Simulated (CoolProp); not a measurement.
Octamethylcyclotetrasiloxane (D4) along the isobar 611 kPa: fugacity coefficient from the reference equation and from simpler models built on Tc = 586.5 K, pc = 1347 kPa, ω = 0.598; each cubic takes its own stable root.

The numbers come from the reference Helmholtz-energy equation of state, Thol 2015 in CoolProp.

```
T (K)  phase  reference
-----  -----  ---------
545.4    gas     0.7923
549.9    gas     0.7989
554.4    gas     0.8053
558.8    gas     0.8112
563.3    gas     0.8171
567.8    gas     0.8227
572.2    gas     0.8280
576.7    gas     0.8331
581.2    gas     0.8381
585.6    gas     0.8428
590.1    gas     0.8475
594.6    gas     0.8519
599      gas     0.8562
603.5    gas     0.8603
608      gas     0.8643
612.4    gas     0.8681
```

Question: How far does each simpler model (van der Waals, Soave-Redlich-Kwong, Peng-Robinson) lie from the reference over these 16 states: mean and median of the absolute difference, and the worst?

Answer: 
- van der Waals: mean 3.3 %, median 3.1 %, worst +6.0 % at 545.4 K and 611 kPa
- Soave-Redlich-Kwong: mean 0.7 %, median 0.7 %, worst +0.9 % at 545.4 K and 611 kPa
- Peng-Robinson: mean 1.0 %, median 1.0 %, worst -1.0 % at 576.7 K and 611 kPa
